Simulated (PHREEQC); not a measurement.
Dissolve 0.13 mol CdCl2 and 3.4e-05 mol FeSO4 per kg of water at 25 °C. Closed to the air; pH follows from the charge balance.

Equilibrium calculation in PHREEQC: ion-association model, wateq4f.dat.

Precipitation was switched off in this run.

### Question
Order these Cl species by the share of Cl that they hold, largest first: Cl-, CdCl3-, CdCl2, CdCl+.

### Answer
Cl- (48 %), CdCl+ (32 %), CdCl2 (18 %), CdCl3- (2.1 %)

The pH is 5.34 and the ionic strength 0.148 mol/kgw. Complexes and solids missing from the database can't appear.
